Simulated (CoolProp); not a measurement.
Properties of 1-butene along the isotherm 353.6 K (Tc = 419.3 K, pc = 4.006 MPa, ω = 0.192).

Model: reference Helmholtz-energy equation of state, Lemmon 2005, in CoolProp. It is a short technical equation, of lower accuracy than the large ones.

```csv
p (MPa),phase,cv (kJ/(kg K)),expansivity (1/kK),fugacity coefficient
1,gas,1.696,5.414,0.8500
2,liquid,1.760,3.353,0.5086
3,liquid,1.758,3.161,0.3519
4.01,liquid,1.757,2.999,0.2732
5.01,liquid,1.756,2.861,0.2268
6.01,liquid,1.755,2.741,0.1961
7.01,liquid,1.755,2.635,0.1743
8.01,liquid,1.754,2.540,0.1581
9.01,liquid,1.754,2.456,0.1456
10,liquid,1.754,2.380,0.1359
```
